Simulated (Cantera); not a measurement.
Feed: 1 mol CS2, 0.17 mol H2, 7.1 mol N2, equilibrated at 2898 K and 0.100 bar.

These are equilibrium values from Cantera (NASA tables, ideal gas, pure condensed phases), not measurements of a reactor. Candidate condensed phases: C, C6H6, C7H8, C8H18, S; 100 gas species. The numbers say what is thermodynamically allowed, not how fast it happens.

Base state: N2 0.771, CS 0.105, S 0.0732, H 0.0246, S2 0.0155, H2 0.00464, CS2 0.00279, SH 0.00238 (mole fractions); condensed: gas only.

Q: What changes in the equilibrium state with this change: H2 from 0.17 to 0.09 mol?

A: 
| species | before | after |
|---|---|---|
| N2 | 0.771 | 0.782 |
| CS | 0.105 | 0.107 |
| S | 0.0732 | 0.0743 |
| H | 0.0246 | 0.0147 |
| H2 | 0.00464 | 0.00165 |
| S2 | 0.0155 | 0.0160 |
| H2S | 2.00e-5 | 7.25e-6 |
| HNC | 9.27e-5 | 5.57e-5 |
| HCN | 0.000534 | 0.000321 |
